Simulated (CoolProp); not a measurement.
Properties of methanol along the isotherm 291.15 °C.

Computed with CoolProp (reference Helmholtz-energy equation of state, de Reuck 1993).

```json
[
 {"p (kPa)": "3160", "phase": "gas", "Z": "0.9068", "cv (kJ/(kg K))": "2.101", "expansivity (1/kK)": "2.540", "viscosity (µPa s)": "18.4", "Prandtl number": "0.876", "fugacity coefficient": "0.9159"},
 {"p (kPa)": "6320", "phase": "gas", "Z": "0.7978", "cv (kJ/(kg K))": "2.534", "expansivity (1/kK)": "4.059", "viscosity (µPa s)": "18.9", "Prandtl number": "1.03", "fugacity coefficient": "0.8309"},
 {"p (kPa)": "9480", "phase": "supercritical", "Z": "0.6703", "cv (kJ/(kg K))": "3.012", "expansivity (1/kK)": "7.399", "viscosity (µPa s)": "20.8", "Prandtl number": "1.35", "fugacity coefficient": "0.7479"},
 {"p (kPa)": "12600", "phase": "supercritical", "Z": "0.5298", "cv (kJ/(kg K))": "3.432", "expansivity (1/kK)": "14.88", "viscosity (µPa s)": "26.2", "Prandtl number": "2.06", "fugacity coefficient": "0.6686"},
 {"p (kPa)": "15800", "phase": "supercritical", "Z": "0.3909", "cv (kJ/(kg K))": "3.566", "expansivity (1/kK)": "19.24", "viscosity (µPa s)": "36.5", "Prandtl number": "2.58", "fugacity coefficient": "0.5912"},
 {"p (kPa)": "19000", "phase": "supercritical", "Z": "0.3568", "cv (kJ/(kg K))": "3.472", "expansivity (1/kK)": "12.40", "viscosity (µPa s)": "45.1", "Prandtl number": "2.31", "fugacity coefficient": "0.5262"},
 {"p (kPa)": "22100", "phase": "supercritical", "Z": "0.3668", "cv (kJ/(kg K))": "3.402", "expansivity (1/kK)": "8.176", "viscosity (µPa s)": "51.3", "Prandtl number": "2.10", "fugacity coefficient": "0.4777"},
 {"p (kPa)": "25300", "phase": "supercritical", "Z": "0.3890", "cv (kJ/(kg K))": "3.361", "expansivity (1/kK)": "6.319", "viscosity (µPa s)": "56.2", "Prandtl number": "2.05", "fugacity coefficient": "0.4391"},
 {"p (kPa)": "28400", "phase": "supercritical", "Z": "0.4143", "cv (kJ/(kg K))": "3.335", "expansivity (1/kK)": "5.248", "viscosity (µPa s)": "60.3", "Prandtl number": "2.03", "fugacity coefficient": "0.4097"},
 {"p (kPa)": "31600", "phase": "supercritical", "Z": "0.4422", "cv (kJ/(kg K))": "3.317", "expansivity (1/kK)": "4.486", "viscosity (µPa s)": "64.1", "Prandtl number": "2.03", "fugacity coefficient": "0.3854"},
 {"p (kPa)": "34800", "phase": "supercritical", "Z": "0.4710", "cv (kJ/(kg K))": "3.303", "expansivity (1/kK)": "3.936", "viscosity (µPa s)": "67.6", "Prandtl number": "2.04", "fugacity coefficient": "0.3658"},
 {"p (kPa)": "37900", "phase": "supercritical", "Z": "0.4993", "cv (kJ/(kg K))": "3.292", "expansivity (1/kK)": "3.535", "viscosity (µPa s)": "70.8", "Prandtl number": "2.06", "fugacity coefficient": "0.3500"},
 {"p (kPa)": "41100", "phase": "supercritical", "Z": "0.5288", "cv (kJ/(kg K))": "3.282", "expansivity (1/kK)": "3.213", "viscosity (µPa s)": "73.8", "Prandtl number": "2.08", "fugacity coefficient": "0.3365"}
]
```

Viscosity comes from a separate model (Xiang 2006). Thermal conductivity comes from a separate model (Sykioti 2013).
